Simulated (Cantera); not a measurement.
Cantera run, input and output.

```python
import numpy as np
import cantera as ct

gas = ct.Solution("gri30.yaml")


def delay(T, t_max=10):
    gas.TPX = T, 51000, {'CH4': 1, 'C2H6': 0.047, 'O2': 1.35, 'N2': 8.52}
    reactor = ct.IdealGasConstPressureReactor(gas, clone=False)
    net = ct.ReactorNet([reactor])
    net.rtol, net.atol = 1e-8, 1e-16
    while net.time < t_max:
        t_old, T_old = net.time, reactor.T
        net.step()
        if reactor.T > T + 400:  # ignition: a rise of 400 K
            return t_old + (T + 400 - T_old) / (reactor.T - T_old) * (net.time - t_old)
    return np.nan


taus = []
for T in [1200, 1300, 1400, 1500, 1600, 1700, 1800, 1900, 2000]:
    taus.append(delay(T))
    print(f"T0 = {T:6g} K   tau = {taus[-1]:.4e} s")
```

It prints:

```
T0 =   1200 K   tau = 4.7752e-02 s
T0 =   1300 K   tau = 1.3324e-02 s
T0 =   1400 K   tau = 3.8780e-03 s
T0 =   1500 K   tau = 1.2572e-03 s
T0 =   1600 K   tau = 4.8633e-04 s
T0 =   1700 K   tau = 2.2936e-04 s
T0 =   1800 K   tau = 1.2809e-04 s
T0 =   1900 K   tau = 8.1149e-05 s
T0 =   2000 K   tau = 5.6152e-05 s
```

Cantera simulation using GRI-Mech 3.0 (53 species, 325 reactions); the numbers are that mechanism's predictions, not measurements.
